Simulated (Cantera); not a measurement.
An adiabatic, constant-pressure homogeneous reactor starts with 8.82 % CH4, 0.388 % H2, 16.2 % O2, 74.6 % N2, equivalence ratio 1.1, at 1425 K and 0.590 bar.

Computed with Cantera and GRI-Mech 3.0 (53 species, 325 reactions).

x: mole fraction; the columns are a selection and need not sum to one.

```json
[
 {"t (s)": "1.00e-5", "T (K)": "1425", "x CH4": "0.0882", "x H2": "0.00388", "x O2": "0.162", "x NO": "<1e-12", "x O": "1.47e-9"},
 {"t (s)": "1.94e-5", "T (K)": "1425", "x CH4": "0.0882", "x H2": "0.00388", "x O2": "0.162", "x NO": "<1e-12", "x O": "1.78e-9"},
 {"t (s)": "3.75e-5", "T (K)": "1425", "x CH4": "0.0882", "x H2": "0.00388", "x O2": "0.162", "x NO": "<1e-12", "x O": "2.45e-9"},
 {"t (s)": "7.25e-5", "T (K)": "1425", "x CH4": "0.0882", "x H2": "0.00388", "x O2": "0.162", "x NO": "<1e-12", "x O": "3.96e-9"},
 {"t (s)": "0.000140", "T (K)": "1425", "x CH4": "0.0881", "x H2": "0.00388", "x O2": "0.162", "x NO": "<1e-12", "x O": "7.82e-9"},
 {"t (s)": "0.000271", "T (K)": "1425", "x CH4": "0.0881", "x H2": "0.00388", "x O2": "0.162", "x NO": "<1e-12", "x O": "[?]"},
 {"t (s)": "0.000525", "T (K)": "1425", "x CH4": "0.0881", "x H2": "0.00388", "x O2": "0.162", "x NO": "<1e-12", "x O": "5.95e-8"},
 {"t (s)": "0.00102", "T (K)": "1426", "x CH4": "0.0878", "x H2": "0.00389", "x O2": "0.162", "x NO": "<1e-12", "x O": "1.82e-7"},
 {"t (s)": "0.00197", "T (K)": "1432", "x CH4": "0.0862", "x H2": "0.00408", "x O2": "0.161", "x NO": "1.10e-12", "x O": "4.56e-7"},
 {"t (s)": "0.00381", "T (K)": "[?]", "x CH4": "<1e-12", "x H2": "[?]", "x O2": "[?]", "x NO": "[?]", "x O": "[?]"},
 {"t (s)": "0.00737", "T (K)": "2625", "x CH4": "<1e-12", "x H2": "0.0198", "x O2": "0.0101", "x NO": "0.00274", "x O": "0.00343"},
 {"t (s)": "0.0143", "T (K)": "2620", "x CH4": "<1e-12", "x H2": "0.0200", "x O2": "0.00938", "x NO": "0.00498", "x O": "0.00324"},
 {"t (s)": "0.0276", "T (K)": "2619", "x CH4": "<1e-12", "x H2": "0.0201", "x O2": "0.00921", "x NO": "0.00558", "x O": "0.00319"},
 {"t (s)": "0.0534", "T (K)": "2619", "x CH4": "<1e-12", "x H2": "0.0201", "x O2": "0.00920", "x NO": "0.00561", "x O": "0.00318"},
 {"t (s)": "0.103", "T (K)": "2619", "x CH4": "<1e-12", "x H2": "0.0201", "x O2": "0.00920", "x NO": "0.00561", "x O": "0.00318"},
 {"t (s)": "0.200", "T (K)": "2619", "x CH4": "<1e-12", "x H2": "0.0201", "x O2": "0.00920", "x NO": "0.00561", "x O": "0.00318"}
]
```

Question: Fill in the missing entries.

Answer: 
- 0.000271, x O: 1.94e-8
- 0.00381, T (K): 2376
- 0.00381, x H2: 0.0264
- 0.00381, x O2: 0.0174
- 0.00381, x NO: 0.000106
- 0.00381, x O: 0.00881
